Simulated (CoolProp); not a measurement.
R13 at 293.15 K and 1.86 MPa flows at 0.15 m/s in a round tube of 4.6 mm bore and 0.25 µm roughness, fully developed (64/Re and Nu = 3.66 if laminar; Colebrook and Gnielinski if turbulent). Each further row changes one setting.

The numbers come from the reference Helmholtz-energy equation of state, Platzer 1990 in CoolProp. This equation is an older, rougher fit.

| case | Reynolds number | Darcy friction factor | pressure drop (Pa/m) | heat-transfer coefficient (W/(m² K)) | mass flow (kg/h) |
|---|---|---|---|---|---|
| as stated | 4660 | 0.0382 | 9.45 | 50.3 | 0.907 |
| velocity 0.3 m/s | 9310 | 0.0316 | 31.2 | 93.8 | 1.81 |
| diameter 9.2 mm | 9310 | 0.0315 | 3.90 | 46.9 | 3.63 |

Viscosity comes from a separate model (Huber 2003), an estimate that may be off by 10 % or more. Thermal conductivity comes from a separate model (Huber 2003), an estimate that may be off by 10 % or more.
